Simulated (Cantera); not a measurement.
Gas activation for diamond growth

An isothermal, constant-pressure homogeneous reactor starts with CH4 : H2 : H = 0.02 : 1 : 0.038 (molar parts), at 2400 K and 20.0 Torr.

Detailed kinetics in Cantera: GRI-Mech 3.0 (53 species, 325 reactions). GRI-Mech 3.0 stops at C3 and has no aromatics, soot or wall deposition, so with more carbon than oxygen in the feed, carbon stays in small species such as C2H2 where larger ones or solid carbon would form. Radical loss at walls, strong at low pressure, is not modelled.

```
t (s)        x CH4   x H2     x H    x C2H2     x CH2     x CH3
--------  --------  -----  ------  --------  --------  --------
1.00e-5     0.0125  0.952  0.0295   6.17e-6  0.000111   0.00616
3.71e-5     0.0116  0.953  0.0289  0.000187  0.000188   0.00637
0.000138    0.0102  0.954  0.0285   0.00126  0.000171   0.00556
0.000512   0.00700  0.957  0.0283   0.00384  0.000128   0.00377
0.00190    0.00276  0.958  0.0304   0.00707   6.88e-5   0.00161
0.00707   0.000561  0.954  0.0364   0.00877   2.25e-5  0.000392
0.0263     8.11e-5  0.945  0.0461   0.00912   5.50e-6   7.25e-5
0.0976     1.18e-5  0.926  0.0649   0.00908   1.66e-6   1.51e-5
0.362      4.98e-6  0.902  0.0889   0.00896   1.38e-6   8.98e-6
1.35       4.51e-6  0.898  0.0930   0.00894   1.38e-6   8.53e-6
5.00       4.51e-6  0.898  0.0930   0.00894   1.38e-6   8.53e-6
```
x: mole fraction; the columns are a selection and need not sum to one.

Equilibrium at this temperature and pressure: CH4 4.55e-6, H2 0.898, H 0.0930, C2H2 0.00894, CH2 1.40e-6, CH3 8.62e-6 (gas phase only).
